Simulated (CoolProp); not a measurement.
Carbonyl sulfide at several states: density (kg/m³) from the reference equation and from simpler models built on Tc = 105.6 °C, pc = 6369 kPa, ω = 0.098; each cubic takes its own stable root.

Model: reference Helmholtz-energy equation of state, Lemmon 2006, in CoolProp. It is a short technical equation, of lower accuracy than the large ones.

| T (°C) | p (kPa) | phase | reference | van der Waals | Soave-Redlich-Kwong | Peng-Robinson |
|---|---|---|---|---|---|---|
| 328.75 | 137 | gas | 1.647 | 1.648 | 1.647 | 1.648 |
| 144.95 | 3270 | gas | 65.58 | 65.19 | 65.56 | 66.84 |
| -105.15 | 21.3 | liquid | 1286 | 0.9219 | 1217 | 1368 |
| 166.25 | 96 | gas | 1.584 | 1.584 | 1.584 | 1.584 |

At some of these states van der Waals gives the other phase, because its saturation line lies elsewhere.
